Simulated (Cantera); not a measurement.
A freely propagating, adiabatic, planar premixed flame of H2 : O2 : N2 : H2O = 1 : 0.227 : 0.855 : 0.21 (molar parts), unburnt at 623 K and 1.00 bar; mixture-averaged transport, grid criteria slope 0.08 and curve 0.16, no radiation.

Cantera simulation using the H2/O2 subset of GRI-Mech 3.0, which has no nitrogen chemistry; the numbers are that mechanism's predictions, not measurements. Burning velocities carry a grid error of a few per cent, more on coarse grids.

Task: What does this change do: H2 1 to 1.3 parts?

Result: 
```csv
quantity,before,after
laminar burning velocity,817 cm/s,744 cm/s
thermal thickness,0.429 mm,0.460 mm
peak x(OH),0.00386,0.00168
peak x(H),0.0691,0.0594
peak x(O),0.00259,0.00144
```

Task: What does this change do: H2 1 to 0.77 parts?

Result: 
```
quantity                    before     after
------------------------  --------  --------
laminar burning velocity  817 cm/s  829 cm/s
thermal thickness         0.429 mm  0.423 mm
peak x(OH)                 0.00386   0.00791
peak x(H)                   0.0691    0.0696
peak x(O)                  0.00259   0.00430
```

Task: What does this change do: O2 0.227 to 0.29 parts?

Result: 
```json
[
 {"quantity": "laminar burning velocity", "before": "817 cm/s", "after": "1000 cm/s"},
 {"quantity": "thermal thickness", "before": "0.429 mm", "after": "0.415 mm"},
 {"quantity": "peak x(OH)", "before": "0.00386", "after": "0.0105"},
 {"quantity": "peak x(H)", "before": "0.0691", "after": "0.0872"},
 {"quantity": "peak x(O)", "before": "0.00259", "after": "0.00552"}
]
```
